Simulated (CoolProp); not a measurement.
A closed Brayton cycle with nitrogen: compressor inlet 310.15 K and 2.3 MPa, high pressure 4.76 MPa, turbine inlet 965 K, compressor efficiency 0.89, turbine efficiency 0.9, recuperator effectiveness 0 (on enthalpy, no pinch check). Each further row changes one setting.

Values from CoolProp's reference Helmholtz-energy equation of state, Span 2000.

```csv
case,thermal efficiency (%),net work (kJ/kg),compressor to turbine work,compressor exit (K),turbine exit (K)
as stated,14.0,88.9,0.49,391.3,815.5
turbine inlet 915 K,13.8,79.8,0.51,391.3,771.9
compressor inlet 320.15 K,13.8,[?],[?],403.9,815.5
high pressure 4.05 MPa,11.2,73.4,[?],[?],846.6
recuperator effectiveness 0.5,21.9,88.9,0.49,391.3,815.5
```

Q: Some entries are withheld; supply them.

A: 
- compressor inlet 320.15 K, net work (kJ/kg): 86.0
- compressor inlet 320.15 K, compressor to turbine work: 0.50
- high pressure 4.05 MPa, compressor to turbine work: 0.46
- high pressure 4.05 MPa, compressor exit (K): 371.8
